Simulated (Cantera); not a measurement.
Input (Python, Cantera):

```python
import numpy as np
import cantera as ct

gas = ct.Solution("gri30.yaml")
gas.TPX = 748, 250000, {'CH4': 1, 'O2': 2.74, 'N2': 12.3, 'CO2': 1.5}
inlet = ct.Reservoir(gas, clone=True)
gas.equilibrate("HP")  # start burning
reactor = ct.IdealGasConstPressureReactor(gas, energy="on", clone=False)
exhaust = ct.Reservoir(gas, clone=True)
tau = [0.18, 0.08, 0.037, 0.017, 0.0077, 0.0035, 0.0016, 0.00074, 0.00034, 0.00015, 7e-05, 3.2e-05][0]
for a, b in ((inlet, reactor), (reactor, exhaust)):
    ct.MassFlowController(a, b, mdot=lambda t: reactor.mass / tau)
net = ct.ReactorNet([reactor])
show = ['CH4', 'O2', 'CO2', 'HCN', 'H']

rows = []
print(f"{'tau/s':>10s}{'T/K':>9s}" + "".join(f"{s:>11s}" for s in show))
for tau in [0.18, 0.08, 0.037, 0.017, 0.0077, 0.0035, 0.0016, 0.00074, 0.00034, 0.00015, 7e-05, 3.2e-05]:
    net.initial_time = 0.0
    net.advance(30 * tau)
    before = gas.X
    net.advance(40 * tau)
    drift = np.max(np.abs(gas.X - before) / (gas.X + 1e-9))
    rows.append([gas.T, *gas[show].X, drift])
    print(f"{tau:10.3e}{gas.T:9.1f}" + "".join(f"{x:11.3e}" for x in gas[show].X))
```

Result:

```
     tau/s      T/K        CH4         O2        CO2        HCN          H
 1.800e-01   1921.6  2.974e-06  4.215e-02  1.420e-01  1.573e-08  7.856e-06
 8.000e-02   1919.5  5.707e-06  4.224e-02  1.417e-01  1.793e-08  1.199e-05
 3.700e-02   1915.9  1.007e-05  4.237e-02  1.414e-01  2.139e-08  2.042e-05
 1.700e-02   1909.9  1.725e-05  4.260e-02  1.408e-01  2.715e-08  3.801e-05
 7.700e-03   1900.3  2.940e-05  4.300e-02  1.398e-01  3.659e-08  7.452e-05
 3.500e-03   1885.7  5.002e-05  4.365e-02  1.382e-01  5.155e-08  1.463e-04
 1.600e-03   1864.3  8.607e-05  4.469e-02  1.358e-01  7.542e-08  2.794e-04
 7.400e-04   1834.4  1.516e-04  4.623e-02  1.326e-01  1.132e-07  5.045e-04
 3.400e-04   1793.1  2.846e-04  4.856e-02  1.280e-01  1.737e-07  8.492e-04
 1.500e-04   1732.0  6.341e-04  5.260e-02  1.212e-01  2.793e-07  1.274e-03
 7.000e-05    748.0  5.701e-02  1.562e-01  8.552e-02 -3.877e-20  2.604e-21
 3.200e-05    748.0  5.701e-02  1.562e-01  8.552e-02  3.504e-25  1.150e-21
```

Detailed kinetics in Cantera: GRI-Mech 3.0 (53 species, 325 reactions).
